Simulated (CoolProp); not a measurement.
Computed with CoolProp (reference Helmholtz-energy equation of state, Leachman 2009).

Give the vapour pressure (MPa), liquid density (kg/m³), liquid cp (kJ/(kg K)), vapour Z of saturated normal hydrogen at 31.2 K.


```json
[
 {"T (K)": "31.2", "p (MPa)": "0.971", "liquid density (kg/m³)": "50.6", "liquid cp (kJ/(kg K))": "36.5", "vapour Z": "0.559"}
]
```
